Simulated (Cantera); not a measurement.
## Nitride etching: AlN + H2O + H2

Input: 1 mol AlN, 0.98 mol H2O, 3.7 mol H2, at 473 Torr.

These are equilibrium values from Cantera (NASA tables, ideal gas, pure condensed phases), not measurements of a reactor. Candidate condensed phases: Al, AlN, Al2O3, H2O; 35 gas species. Mutual solubility and eutectic melting of coexisting phases are not modelled. The tables' values for AlOH are old estimates; treat these amounts as uncertain. Condensed phases not in the tables: aluminium oxynitride. Kinetics and transport are ignored.

From 550 °C to 1850 °C the condensed part is AlN(s) + Al2O3(s).

```tsv
T (°C)	x H2	x N2	x H	x Al2O	n AlN(s)	n Al2O3(s)
550	0.935	0.0651	8.93e-12	<1e-12	0.347	0.327
650	0.935	0.0652	2.98e-10	<1e-12	0.347	0.327
750	0.935	0.0652	5.04e-9	<1e-12	0.347	0.327
850	0.935	0.0652	5.19e-8	<1e-12	0.347	0.327
950	0.935	0.0652	3.66e-7	<1e-12	0.347	0.327
1050	0.935	0.0652	1.93e-6	<1e-12	0.347	0.327
1150	0.935	0.0652	8.09e-6	<1e-12	0.347	0.327
1250	0.935	0.0652	2.82e-5	2.61e-11	0.347	0.327
1350	0.935	0.0652	8.42e-5	1.35e-9	0.347	0.327
1450	0.935	0.0652	0.000222	4.38e-8	0.347	0.327
1550	0.934	0.0652	0.000528	9.59e-7	0.347	0.327
1650	0.934	0.0652	0.00115	1.51e-5	0.346	0.327
1750	0.932	0.0654	0.00231	0.000179	0.344	0.326
1850	0.926	0.0667	0.00435	0.00165	0.327	0.324
```
x: gas mole fraction; n: condensed amount in mol.
